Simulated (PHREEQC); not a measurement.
Synthetic water in mg/kgw, 36 °C, pH 8.14: Na 2080; K 2.32; Ca 14.3; Mg 99.6; Cl 3280; S(6) as SO4 215; Alkalinity as HCO3 47.7; B 3.38; Fe(2) 2.95; Si as SiO2 88.4.

Valence states are taken as typed.

Model: ion-association model, phreeqc.dat, run in PHREEQC.

Q: The ionic strength comes out as 0.104 mol/kgw. What activity coefficients do K+, MgHCO3+, MgOH+, FeHCO3+, CO3-2 get?

A: K+ 0.76, MgHCO3+ 0.76, MgOH+ 0.80, FeHCO3+ 0.78, CO3-2 0.38.

Precipitation was switched off in this run. The solution is supersaturated, for example in Siderite, Quartz (slow to form), so a real one may precipitate; this is no full list. Complexes and solids missing from the database can't appear. Constants without temperature data keep their 25 °C values here.
